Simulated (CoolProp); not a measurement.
A single-stage vapour-compression cycle with R236FA: evaporating at 247.15 K (dew point), condensing at 294.15 K (bubble point), superheat 5 K, subcooling 8 K, compressor efficiency 0.65, no pressure losses. Each further row changes one setting.

The numbers come from the reference Helmholtz-energy equation of state, Pan 2012 in CoolProp.

```csv
case,cooling COP,pressure ratio,discharge temperature (K),refrigerating effect (kJ/kg),volumetric capacity (kJ/m³)
as stated,2.94,7.36,311.4,129,307
evaporating temperature 252.15 K,3.45,5.70,309.3,132,401
condensing temperature 289.15 K,3.39,6.18,306.0,135,321
subcooling 13 K,3.08,7.36,311.4,135,321
superheat 15 K,2.99,7.36,322.1,136,312
compressor efficiency 0.55,2.49,7.36,320.3,129,307
```
